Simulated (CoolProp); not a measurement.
Values from CoolProp's reference Helmholtz-energy equation of state, Lemmon 2022.

Problem. Give the vapour pressure (bar), vapour density (kg/m³), enthalpy of vaporisation (kJ/kg), liquid viscosity (µPa s) of saturated R1234yf at -55.35, -29.75, -16.95 °C.

Solution. 
```csv
T (°C),p (bar),vapour density (kg/m³),enthalpy of vaporisation (kJ/kg),liquid viscosity (µPa s)
-55.35,0.277,1.77,194,423
-29.75,1.00,5.90,181,291
-16.95,1.70,9.76,174,246
```

Viscosity comes from a separate model (Bell 2016), an estimate that may be off by 10 % or more.
